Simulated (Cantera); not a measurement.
Input: 1 mol FeS₂, 8.8 mol H₂, 0.18 mol H₂O, equilibrated at 1423.15 K.

Method: chemical equilibrium by Gibbs-energy minimisation in Cantera with the NASA 1993 tables (ideal gas, pure condensed phases). Candidate condensed phases: Fe, FeO, Fe(OH)₂, Fe(OH)₃, FeS, FeSO₄, FeS₂, Fe₂O₃, Fe₂(SO₄)₃, Fe₃O₄, H₂O, H₂SO₄, S; 22 gas species. FeS: taken at fixed stoichiometry. Rates play no part.

Task: At 0.0600 bar, list the 6 most abundant gas species with their mole fractions, and the condensed phases.

Result: H₂ 0.876, H₂S 0.0958, H₂O 0.0199, S₂ 0.00689, SH 0.000913, H 2.54e-5. Condensed: FeS(s).
